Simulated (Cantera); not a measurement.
An adiabatic, constant-pressure homogeneous reactor starts with 5.56 % C₃H₈, 19.9 % O₂, 74.6 % N₂, at 1575 K and 44000 Pa.

Detailed kinetics in Cantera: GRI-Mech 3.0 (53 species, 325 reactions). GRI-Mech 3.0 was tuned for natural gas; its chemistry of propane as a main component is partial and can be far from experiment.

x: mole fraction; the columns are a selection and need not sum to one.

| t (s) | T (K) | x C₃H₈ | x O₂ | x N₂O | x H₂O | x CO₂ |
|---|---|---|---|---|---|---|
| 2.00e-6 | 1571 | 0.0551 | 0.198 | 1.38e-11 | 1.67e-5 | 4.43e-8 |
| 6.32e-6 | 1562 | 0.0533 | 0.198 | 2.08e-10 | 0.000263 | 2.61e-6 |
| 2.00e-5 | 1548 | ___ | 0.194 | ___ | ___ | ___ |
| 6.32e-5 | 1657 | 0.0105 | 0.155 | 8.35e-9 | 0.0281 | 0.00105 |
| 0.000200 | 2608 | <1e-12 | 0.00779 | 6.17e-8 | 0.115 | 0.0380 |
| 0.000632 | 2686 | <1e-12 | 0.00644 | 9.06e-8 | 0.120 | 0.0389 |
| 0.00200 | 2744 | <1e-12 | 0.00514 | 1.29e-7 | 0.124 | 0.0396 |
| 0.00632 | 2744 | <1e-12 | 0.00474 | 1.49e-7 | 0.124 | 0.0393 |
| 0.0200 | 2743 | <1e-12 | 0.00470 | 1.52e-7 | 0.124 | 0.0393 |
| 0.0632 | 2743 | <1e-12 | 0.00470 | 1.52e-7 | 0.124 | 0.0393 |
| 0.200 | 2743 | <1e-12 | 0.00470 | 1.52e-7 | 0.124 | 0.0393 |
| 0.632 | 2743 | <1e-12 | 0.00470 | 1.52e-7 | 0.124 | 0.0393 |
| 2.00 | 2743 | <1e-12 | 0.00470 | 1.52e-7 | 0.124 | 0.0393 |

Problem. Some entries are withheld; supply them.

Solution. 
- 2.00e-5, x C₃H₈: 0.0455
- 2.00e-5, x N₂O: 1.02e-9
- 2.00e-5, x H₂O: 0.00270
- 2.00e-5, x CO₂: 6.84e-5
